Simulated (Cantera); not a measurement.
Feed: 1 mol Nb2O5, 560 mol H2, 0.34 mol H2O, equilibrated at 1852 °C and 7.50 Torr.

Cantera equilibrium calculation (NASA polynomials, part measured and part estimated; ideal gas, pure solids and liquids). Candidate condensed phases: H2O, Nb, NbO, NbO2, Nb2O5; 12 gas species. NbO: taken at fixed stoichiometry. Equilibrium is a limit: real reactors are often held back by kinetics, nucleation or transport.

Base state: H2 0.958, H 0.0356, H2O 0.00496, NbO2 0.000864, NbO 0.000126, OH 2.28e-5 (mole fractions); condensed: NbO(s).

**Question.** What changes in the equilibrium state with this change: temperature from 1852 °C to 1650 °C?

**Answer.** 
```tsv
species	before	after
H2	0.958	0.985
H	0.0356	0.00935
H2O	0.00496	0.00586
NbO2	0.000864	7.04e-5
NbO	0.000126	3.78e-6
OH	2.28e-5	4.79e-6
NbO(s), mol	1.43	1.96
```

**Question.** What changes in the equilibrium state with this change: Nb2O5 replaced by TiO2?

**Answer.** 
```
species          before     after
-------------  --------  --------
H2                0.958     0.962
H                0.0356    0.0356
H2O             0.00496   0.00161
NbO2           0.000864         0
TiO                   0  0.000289
NbO            0.000126         0
TiO2                  0   2.44e-5
OH              2.28e-5   7.38e-6
NbO(s), mol        1.43         0
Ti2O3(l), mol         0     0.409
```
Further candidate phases: Ti, TiO, TiO2, Ti2O3, Ti3O5, Ti4O7.

**Question.** What changes in the equilibrium state with this change: temperature from 1852 °C to 1075 °C?

**Answer.** 
| species | before | after |
|---|---|---|
| H2 | 0.958 | 0.998 |
| H2O | 0.00496 | 0.00239 |
| H | 0.0356 | 2.31e-5 |
| NbO2 | 0.000864 | <1e-9 |
| NbO | 0.000126 | <1e-9 |
| OH | 2.28e-5 | <1e-9 |
| NbO(s), mol | 1.43 | 0 |
| NbO2(s), mol | 0 | 2.00 |
Condensed phases not in the tables: the oxides between NbO2 and Nb2O5.
